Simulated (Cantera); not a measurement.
Premixed flame

A freely propagating, adiabatic, planar premixed flame of 45.7 % H₂, 11.4 % O₂, 42.9 % N₂, equivalence ratio 2.0, unburnt at 575 K and 500000 Pa; mixture-averaged transport, grid criteria slope 0.08 and curve 0.16, no radiation.

Cantera simulation using the H2/O2 subset of GRI-Mech 3.0, which has no nitrogen chemistry; the numbers are that mechanism's predictions, not measurements. The hydrogen kinetics of GRI-Mech 3.0 are dated; newer H2 mechanisms differ, most at raised pressure. Burning velocities carry a grid error of a few per cent, more on coarse grids.

```tsv
z (mm)	T (K)	u (m/s)	x H₂	x O₂	x H₂O	x OH	x O	x HO₂
-0.168	575	8.52	0.457	0.114	<1e-8	<1e-8	<1e-8	<1e-8
-0.112	575	8.52	0.457	0.114	<1e-8	<1e-8	<1e-8	<1e-8
-0.0839	575	8.52	0.457	0.114	1.29e-7	<1e-8	<1e-8	5.07e-8
-0.0559	576	8.52	0.456	0.114	3.29e-6	<1e-8	2.34e-8	1.71e-6
-0.0280	630	9.20	0.447	0.115	0.00214	8.86e-5	1.51e-5	0.000619
-0.0140	925	13.1	0.408	0.106	0.0293	0.000950	0.000317	0.000619
0	1339	18.4	0.335	0.0744	0.100	0.00213	0.00186	0.000284
0.0140	1630	22.2	0.267	0.0328	0.180	0.00384	0.00254	0.000116
0.0280	1778	24.2	0.236	0.0112	0.222	0.00452	0.00173	3.81e-5
0.0559	1907	25.7	0.228	0.00149	0.243	0.00470	0.000891	4.98e-6
0.112	2016	27.0	0.234	0.000282	0.247	0.00426	0.000524	1.12e-6
0.224	2110	28.1	0.241	0.000126	0.251	0.00336	0.000267	5.53e-7
0.447	2183	28.9	0.247	5.30e-5	0.253	0.00235	0.000113	2.46e-7
```
x: mole fraction of selected species; z is measured from the peak of heat release.

```yaml
laminar_burning_velocity: 852 cm/s
thermal_thickness: 0.0559 mm
peak x(OH): 0.00471
peak x(O): 0.00260
peak x(HO₂): 0.000881
grid_points: 111
```
